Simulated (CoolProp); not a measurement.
Properties of sulfur dioxide along the isotherm 455.6 K.

The numbers come from the reference Helmholtz-energy equation of state, Gao 2016 in CoolProp.

| p (kPa) | phase | density (kg/m³) | cp (kJ/(kg K)) | cv (kJ/(kg K)) | expansivity (1/kK) |
|---|---|---|---|---|---|
| 2500 | gas | 46.76 | 0.8257 | 0.6148 | 3.105 |
| 5000 | gas | 106.6 | 1.041 | 0.6654 | 4.792 |
| 7500 | gas | 193.1 | 1.554 | 0.7392 | 8.875 |
| 10000 | supercritical | 361.6 | 3.637 | ? | 25.50 |
| 12500 | supercritical | 653.8 | 3.694 | 0.8570 | 21.80 |
| 15000 | supercritical | ? | 2.430 | 0.8098 | ? |
| 17500 | supercritical | 836.8 | 2.030 | 0.7863 | 7.381 |
| 20000 | supercritical | 879.4 | 1.834 | 0.7725 | 5.848 |
| 22500 | supercritical | ? | 1.714 | 0.7636 | 4.941 |
| 25000 | supercritical | ? | 1.631 | 0.7574 | 4.333 |
| 27500 | supercritical | 961.5 | ? | 0.7531 | 3.892 |
| 30000 | supercritical | 981.3 | 1.524 | 0.7500 | 3.556 |
| 32500 | supercritical | 998.9 | 1.486 | 0.7477 | 3.288 |
| 35000 | supercritical | 1015 | 1.455 | 0.7461 | 3.070 |

Q: Complete the blanks.

A: 
- 10000, cv (kJ/(kg K)): 0.8547
- 15000, density (kg/m³): 774.4
- 15000, expansivity (1/kK): 10.64
- 22500, density (kg/m³): 912.1
- 25000, density (kg/m³): 938.8
- 27500, cp (kJ/(kg K)): 1.571

The peak of cp marks the crossing from liquid-like to gas-like fluid above the critical point.
